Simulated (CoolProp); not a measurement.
A Linde-Hampson liquefier for dry air: isothermal reversible compression at 250 K from 1 atm to 20 MPa, throttling to 1 atm, return gas leaving the recuperator 10 K below the feed. Each further row changes one setting.

Values from CoolProp's reference Helmholtz-energy equation of state, Lemmon 2000. It is a pseudo-pure fit of the blend.

```json
[
 {"case": "as stated", "liquid yield per pass": "0.114", "compression work (kJ/kg of gas)": "371"},
 {"case": "high pressure 40 MPa", "liquid yield per pass": "0.150", "compression work (kJ/kg of gas)": "424"},
 {"case": "warm-end temperature 280 K", "liquid yield per pass": "0.076", "compression work (kJ/kg of gas)": "421"},
 {"case": "warm-end gap 15 K", "liquid yield per pass": "0.102", "compression work (kJ/kg of gas)": "371"}
]
```
